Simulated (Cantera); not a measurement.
Feed: 1 mol Pb, 2.1 mol H2, at 1148.15 K.

These are equilibrium values from Cantera (NASA tables, ideal gas, pure condensed phases), not measurements of a reactor. Candidate condensed phases: Pb; 4 gas species. The numbers say what is thermodynamically allowed, not how fast it happens.

Question: Which condensed phases are stable at each of these points (P (Pa)): 10, 52, 270, 1400, 7200, 37000, 190000, 1000000?

Answer: 
| P (Pa) | condensed phases | Pb condensed (%) |
|---|---|---|
| 10 | gas only | 0.0 |
| 52 | gas only | 0.0 |
| 270 | Pb(l) | 75.6 |
| 1400 | Pb(l) | 95.7 |
| 7200 | Pb(l) | 99.2 |
| 37000 | Pb(l) | 99.8 |
| 190000 | Pb(l) | 100.0 |
| 1000000 | Pb(l) | 100.0 |

From 0.000100 bar to 0.000520 bar nothing is condensed. From 0.00270 bar to 10.0 bar the condensed part is Pb(l).
